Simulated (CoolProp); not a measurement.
Values from CoolProp's reference Helmholtz-energy equation of state, Lemmon 2006. It is a short technical equation, of lower accuracy than the large ones.

Q: For R141b, give the phase and the cp (kJ/(kg K)), cv (kJ/(kg K)) at 149.15 °C and 101 kPa; 187.95 °C and 101 kPa; 213.85 °C and 101 kPa.

A: 
- 149.15 °C and 101 kPa: gas; cp 0.924, cv 0.849
- 187.95 °C and 101 kPa: gas; cp 0.963, cv 0.889
- 213.85 °C and 101 kPa: gas; cp 0.988, cv 0.914
